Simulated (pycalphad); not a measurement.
Source of the numbers: pycalphad with the COST 507 light-alloy database (1999); pressure 1 atm. The data set is of 1999 and partly superseded. Phase fractions are per mole of atoms.

**Question.** Give the equilibrium state of Al-3.95Si-1.67C (at.%) at 1625 K.

**Answer.** 
```
T = 1625.00 K, P = 101325 Pa, N = 1 mol of atoms
G = -94944 J/mol, H = 49823 J/mol, S = 89.09 J/(mol K)  (SER reference)
chemical potentials (J/mol): Al -94482, Si -117557, C -67585
phase             fraction      x(Al)      x(Si)       x(C)
LIQUID              0.9622     0.9585     0.0410   0.000536
AL4C3               0.0378     0.5695     0.0019     0.4286
```

**Question.** Give the equilibrium state of Al-3.95Si-1.67C (at.%) at 500 K.

**Answer.** 
```
T = 500.00 K, P = 101325 Pa, N = 1 mol of atoms
G = -16351 J/mol, H = 3827 J/mol, S = 40.35 J/(mol K)  (SER reference)
chemical potentials (J/mol): Al -15579, Si -10615, C -73517
phase             fraction      x(Al)      x(Si)       x(C)
FCC_A1              0.9248     0.9999   0.000131      1e-14
AL8SIC7             0.0382     0.5000     0.0625     0.4375
DIAMOND_A4          0.0370   1.22e-11     1.0000      1e-14
```

Database names, with the compositions (at.%) that they take in these runs: AL4C3: Al 57 C 43; AL8SIC7: Al 50 C 44 Si 6. FCC_A1 is fcc; DIAMOND_A4 is diamond (Si).
